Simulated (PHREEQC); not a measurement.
Dissolve 0.0038 mol/kgw MgCl2, 0.02 mol/kgw CO2 and 4e-06 mol/kgw H4SiO4 at 25 °C. Closed to the air; pH follows from the charge balance.

The numbers come from PHREEQC with the ion-association model, phreeqc.dat.

```tsv
quantity	before	after
HCO3- (mol/kgw)	0.000103	7.11e-5
(CO2)2 (mol/kgw)	7.27e-6	1.81e-6
SI of Quartz (SiO2)	-1.42	-1.72
```

**Question.** Which change was made?
A) CO2 replaced by KHCO3 at the same molality
B) 0.0019 mol/kgw NaCl added
C) diluted 2-fold with water
D) H4SiO4 replaced by H2SiF6 at the same molality
E) H4SiO4 from 4e-06 to 8e-06 mol/kgw

**Answer.** C, diluted 2-fold with water

This is a speciation only: nothing precipitates in the calculation.
